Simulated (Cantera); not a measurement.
What does this Cantera script print?

```python
import numpy as np
import cantera as ct

gas = ct.Solution("gri30.yaml")
gas.TPX = 500, 500000, {'H2': 1, 'O2': 0.758, 'N2': 2.85, 'H2O': 0.26, 'CO2': 0.021}
inlet = ct.Reservoir(gas, clone=True)
gas.equilibrate("HP")  # start burning
reactor = ct.IdealGasConstPressureReactor(gas, energy="on", clone=False)
exhaust = ct.Reservoir(gas, clone=True)
tau = [0.49, 0.22, 0.1, 0.046, 0.021, 0.0095, 0.0043, 0.0019, 0.00088, 0.0004, 0.00018, 8.2e-05, 3.7e-05][0]
for a, b in ((inlet, reactor), (reactor, exhaust)):
    ct.MassFlowController(a, b, mdot=lambda t: reactor.mass / tau)
net = ct.ReactorNet([reactor])
show = ['H2', 'O2', 'H2O', 'NO', 'N2O']

rows = []
print(f"{'tau/s':>10s}{'T/K':>9s}" + "".join(f"{s:>11s}" for s in show))
for tau in [0.49, 0.22, 0.1, 0.046, 0.021, 0.0095, 0.0043, 0.0019, 0.00088, 0.0004, 0.00018, 8.2e-05, 3.7e-05]:
    net.initial_time = 0.0
    net.advance(30 * tau)
    before = gas.X
    net.advance(40 * tau)
    drift = np.max(np.abs(gas.X - before) / (gas.X + 1e-9))
    rows.append([gas.T, *gas[show].X, drift])
    print(f"{tau:10.3e}{gas.T:9.1f}" + "".join(f"{x:11.3e}" for x in gas[show].X))
```

Result:

```
     tau/s      T/K         H2         O2        H2O         NO        N2O
 4.900e-01   2000.6  1.601e-04  5.791e-02  2.859e-01  9.346e-04  4.183e-07
 2.200e-01   2001.4  1.670e-04  5.813e-02  2.859e-01  4.772e-04  4.269e-07
 1.000e-01   2001.7  1.802e-04  5.825e-02  2.858e-01  2.372e-04  4.429e-07
 4.600e-02   2001.5  2.068e-04  5.829e-02  2.858e-01  1.219e-04  4.742e-07
 2.100e-02   2000.5  2.606e-04  5.831e-02  2.856e-01  6.697e-05  5.360e-07
 9.500e-03   1998.7  3.653e-04  5.829e-02  2.854e-01  4.111e-05  6.496e-07
 4.300e-03   1995.3  5.560e-04  5.826e-02  2.849e-01  2.896e-05  8.261e-07
 1.900e-03   1989.7  9.011e-04  5.823e-02  2.841e-01  2.274e-05  1.046e-06
 8.800e-04   1981.2  1.450e-03  5.824e-02  2.829e-01  1.920e-05  1.207e-06
 4.000e-04   1967.9  2.372e-03  5.833e-02  2.812e-01  1.639e-05  1.245e-06
 1.800e-04   1946.9  3.885e-03  5.861e-02  2.784e-01  1.424e-05  1.147e-06
 8.200e-05   1915.2  6.233e-03  5.923e-02  2.743e-01  1.313e-05  9.772e-07
 3.700e-05   1866.8  9.883e-03  6.046e-02  2.683e-01  1.300e-05  7.908e-07
```

Computed with Cantera and GRI-Mech 3.0 (53 species, 325 reactions). The hydrogen kinetics of GRI-Mech 3.0 are dated; newer H2 mechanisms differ, most at raised pressure.
